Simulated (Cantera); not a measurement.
**Equilibrium for carbothermic reduction: SiO2 + CO + N2**

Input: 1 mol SiO2, 1.2 mol CO, 0.28 mol N2, at 488 Torr.

Cantera equilibrium calculation (NASA polynomials, part measured and part estimated; ideal gas, pure solids and liquids). Candidate condensed phases: C, Si, SiC, SiO2, Si2N2O, Si3N4; 34 gas species. The tables hold silica as quartz up to 1696 K and as liquid above; real silica turns to tridymite and cristobalite and melts near 1996 K. Rates play no part.

From 1900 K to 1975 K the condensed part is SiO2(condensed). From 2000 K to 2100 K the condensed part is SiO2(l). The main Si-bearing gas is SiO throughout. The share of Si in condensed phases is highest at 1900 K (99.7 %) and lowest at 2100 K (98.7 %).

| T (K) | x CO | x N2 | x SiO | x CO2 | x SiO2 | x NO | x O | x Si | n SiO2(condensed) | n SiO2(l) |
|---|---|---|---|---|---|---|---|---|---|---|
| 1900 | 0.807 | 0.189 | 0.00202 | 0.00202 | 6.38e-8 | 1.04e-8 | 6.30e-10 | 2.20e-9 | 0.997 | 0 |
| 1925 | 0.806 | 0.189 | 0.00248 | 0.00248 | 1.02e-7 | 1.73e-8 | 1.20e-9 | 2.76e-9 | 0.996 | 0 |
| 1950 | 0.805 | 0.189 | 0.00302 | 0.00302 | 1.62e-7 | 2.84e-8 | 2.24e-9 | 3.44e-9 | 0.996 | 0 |
| 1975 | 0.804 | 0.188 | 0.00365 | 0.00365 | 2.54e-7 | 4.60e-8 | 4.12e-9 | 4.27e-9 | 0.995 | 0 |
| 2000 | 0.803 | 0.188 | 0.00441 | 0.00441 | 3.93e-7 | 7.35e-8 | 7.47e-9 | 5.26e-9 | 0 | 0.993 |
| 2025 | 0.801 | 0.188 | 0.00528 | 0.00528 | 6.01e-7 | 1.16e-7 | 1.33e-8 | 6.46e-9 | 0 | 0.992 |
| 2050 | 0.799 | 0.188 | 0.00631 | 0.00631 | 9.11e-7 | 1.82e-7 | 2.35e-8 | 7.88e-9 | 0 | 0.991 |
| 2075 | 0.797 | 0.188 | 0.00749 | 0.00749 | 1.36e-6 | 2.81e-7 | 4.08e-8 | 9.57e-9 | 0 | 0.989 |
| 2100 | 0.795 | 0.188 | 0.00886 | 0.00886 | 2.02e-6 | 4.29e-7 | 6.98e-8 | 1.16e-8 | 0 | 0.987 |
x: gas mole fraction; n: condensed amount in mol.
